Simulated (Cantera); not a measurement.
Charge: 1 mol Cu2O, 1.8 mol C, 0.039 mol CO, at 80.0 mbar.

Cantera equilibrium calculation (NASA polynomials, part measured and part estimated; ideal gas, pure solids and liquids). Candidate condensed phases: C, Cu, CuO, Cu2O; 15 gas species. Kinetics and transport are ignored.

### Question
At 1152 °C, list the 3 most abundant gas species with their mole fractions, and the condensed phases.

### Answer
CO 1.000, CO2 0.000107, Cu 2.72e-5. Condensed: C(graphite) + Cu(l).
